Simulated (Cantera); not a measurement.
A perfectly stirred reactor is fed with CH4 : O2 : N2 = 1 : 1.18 : 4.42 (molar parts), equivalence ratio 1.7, at 10.0 bar; it is adiabatic with a 800 K inlet, and is followed from long to short residence time, starting on the burning branch (τ in s: 0.036, 0.014, 0.0057, 0.0022, 0.00088, 0.00035, 0.00014, 5.4e-05, 2.2e-05, 8.5e-06, 3.4e-06).

Computed with Cantera and GRI-Mech 3.0 (53 species, 325 reactions).

Task: What does this change do: N2 4.42 to 3 parts?

Result: 
| quantity | before | after |
|---|---|---|
| blow-out, bracketed by the residence times tried | burning at 0.140 ms, out at 54.0 µs | burning at 22.0 µs, out at 8.50 µs |
| x(CH4) at τ = 36.0 ms | 0.000907 | 6.57e-5 |
| x(O2) at τ = 36.0 ms | 5.20e-5 | 1.53e-5 |
| x(OH) at τ = 36.0 ms | 8.41e-5 | 0.000505 |
| x(CH2O) at τ = 36.0 ms | 1.68e-6 | 5.19e-7 |
| x(H) at τ = 36.0 ms | 0.000468 | 0.00195 |
| x(CH4) at τ = 0.350 ms | 0.00895 | 0.00284 |
| x(O2) at τ = 0.350 ms | 0.00368 | 0.00107 |
| x(OH) at τ = 0.350 ms | 0.000179 | 0.000663 |
| x(CH2O) at τ = 0.350 ms | 5.53e-5 | 2.79e-5 |
| x(H) at τ = 0.350 ms | 0.000596 | 0.00227 |

Task: What does this change do: 0.31 parts H2O added?

Result: 
```
quantity                                                                       before                                after
------------------------------------------------  -----------------------------------  -----------------------------------
blow-out, bracketed by the residence times tried  burning at 0.140 ms, out at 54.0 µs  burning at 0.140 ms, out at 54.0 µs
x(CH4) at τ = 36.0 ms                                                        0.000907                              0.00142
x(O2) at τ = 36.0 ms                                                          5.20e-5                              7.28e-5
x(OH) at τ = 36.0 ms                                                          8.41e-5                              6.57e-5
x(CH2O) at τ = 36.0 ms                                                        1.68e-6                              2.20e-6
x(H) at τ = 36.0 ms                                                          0.000468                             0.000332
x(CH4) at τ = 0.350 ms                                                        0.00895                               0.0112
x(O2) at τ = 0.350 ms                                                         0.00368                              0.00503
x(OH) at τ = 0.350 ms                                                        0.000179                             0.000150
x(CH2O) at τ = 0.350 ms                                                       5.53e-5                              7.02e-5
x(H) at τ = 0.350 ms                                                         0.000596                             0.000423
```
